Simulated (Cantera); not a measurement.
Premixed flame

A freely propagating, adiabatic, planar premixed flame of CH₄ : O₂ : N₂ = 1 : 1.67 : 5.83 (molar parts), equivalence ratio 1.2, unburnt at 350 K and 0.385 atm; multicomponent transport, grid criteria slope 0.08 and curve 0.16, no radiation.

Detailed kinetics in Cantera: GRI-Mech 3.0 (53 species, 325 reactions). Burning velocities carry a grid error of a few per cent, more on coarse grids.

| z (mm) | T (K) | u (m/s) | x CH₄ | x O₂ | x C₂H | x H₂O | x HCO | x H |
|---|---|---|---|---|---|---|---|---|
| -2.56 | 350 | 0.659 | 0.118 | 0.196 | <1e-8 | 5.80e-6 | <1e-8 | <1e-8 |
| -1.71 | 351 | 0.662 | 0.117 | 0.196 | <1e-8 | 9.38e-5 | <1e-8 | <1e-8 |
| -1.28 | 356 | 0.675 | 0.117 | 0.195 | <1e-8 | 0.000688 | <1e-8 | <1e-8 |
| -0.854 | 427 | 0.817 | 0.112 | 0.189 | <1e-8 | 0.00793 | <1e-8 | 3.63e-7 |
| -0.427 | 948 | 1.86 | 0.0776 | 0.148 | <1e-8 | 0.0598 | 8.97e-7 | 0.000229 |
| -0.214 | 1402 | 2.79 | 0.0411 | 0.101 | 1.55e-8 | 0.108 | 2.20e-5 | 0.00129 |
| 0 | 1786 | 3.59 | 0.0100 | 0.0501 | 5.62e-7 | 0.153 | 7.15e-5 | 0.00494 |
| 0.214 | 1948 | 3.92 | 0.000934 | 0.0211 | 6.60e-7 | 0.175 | 2.90e-5 | 0.00968 |
| 0.427 | 1985 | 3.98 | 4.74e-5 | 0.0107 | 8.36e-8 | 0.181 | 2.66e-6 | 0.0123 |
| 0.854 | 2008 | 4.01 | 1.18e-7 | 0.00629 | <1e-8 | 0.181 | 7.43e-8 | 0.0133 |
| 1.71 | 2034 | 4.05 | <1e-8 | 0.00507 | <1e-8 | 0.181 | 5.64e-8 | 0.0124 |
| 3.42 | 2070 | 4.11 | <1e-8 | 0.00413 | <1e-8 | 0.184 | 4.65e-8 | 0.0105 |
| 6.83 | 2114 | 4.18 | <1e-8 | 0.00298 | <1e-8 | 0.187 | 3.49e-8 | 0.00809 |
x: mole fraction of selected species; z is measured from the peak of heat release.

```yaml
laminar_burning_velocity: 65.8 cm/s
thermal_thickness: 0.854 mm
peak x(C₂H): 9.05e-7
peak x(HCO): 7.16e-5
peak x(H): 0.0133
grid_points: 154
```
